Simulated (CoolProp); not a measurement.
A single-stage vapour-compression cycle with chloromethane (R40): evaporating at 287.15 K (dew point), condensing at 309.15 K (bubble point), superheat 10 K, subcooling 8 K, compressor efficiency 0.65, no pressure losses. Each further row changes one setting.

Values from CoolProp's reference Helmholtz-energy equation of state, Thol 2014.

```
case                              cooling COP  pressure ratio  discharge temperature (K)  refrigerating effect (kJ/kg)  volumetric capacity (kJ/m³)
--------------------------------  -----------  --------------  -------------------------  ----------------------------  ---------------------------
as stated                                7.91            1.90                      355.0                           374                         3420
evaporating temperature 292.15 K         10.6               ?                          ?                             ?                            ?
condensing temperature 304.15 K             ?            1.66                      342.3                           382                         3500
subcooling 13 K                          8.09            1.90                      355.0                           382                         3500
superheat 20 K                           7.78            1.90                      366.5                           384                            ?
compressor efficiency 0.55                  ?            1.90                          ?                           374                         3420
```

What belongs in the gaps?


- evaporating temperature 292.15 K, pressure ratio: 1.63
- evaporating temperature 292.15 K, discharge temperature (K): 345.9
- evaporating temperature 292.15 K, refrigerating effect (kJ/kg): 377
- evaporating temperature 292.15 K, volumetric capacity (kJ/m³): 3990
- condensing temperature 304.15 K, cooling COP: 10.4
- superheat 20 K, volumetric capacity (kJ/m³): 3360
- compressor efficiency 0.55, cooling COP: 6.70
- compressor efficiency 0.55, discharge temperature (K): 363.5
